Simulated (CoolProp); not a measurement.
Model: reference Helmholtz-energy equation of state, Thol 2016, in CoolProp.

Question: Give the vapour pressure (kPa), liquid density (kg/m³), vapour density (kg/m³), liquid cp (kJ/(kg K)) of saturated hexamethyldisiloxane (MM) at 290.3 K.

Answer: 
```tsv
T (K)	p (kPa)	liquid density (kg/m³)	vapour density (kg/m³)	liquid cp (kJ/(kg K))
290.3	3.69	768	0.250	1.88
```
